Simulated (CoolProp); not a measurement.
Properties of cis-2-butene along the isobar 13.1 bar.

Values from CoolProp's reference Helmholtz-energy equation of state, Lemmon 2005. It is a short technical equation, of lower accuracy than the large ones.

```tsv
T (°C)	phase	cv (kJ/(kg K))	speed of sound (m/s)
89.35	liquid	1.721	626.4
109.65	gas	1.734	___
129.95	gas	___	___
150.25	gas	1.834	___
170.65	gas	___	241.7
190.95	gas	1.961	___
211.25	gas	2.028	___
231.55	gas	2.094	___
251.85	gas	2.160	273.9
```

Problem. What belongs in the gaps?

Solution. 
- 109.65, speed of sound (m/s): 206.9
- 129.95, cv (kJ/(kg K)): 1.777
- 129.95, speed of sound (m/s): 220.4
- 150.25, speed of sound (m/s): 231.7
- 170.65, cv (kJ/(kg K)): 1.896
- 190.95, speed of sound (m/s): 250.7
- 211.25, speed of sound (m/s): 258.9
- 231.55, speed of sound (m/s): 266.7
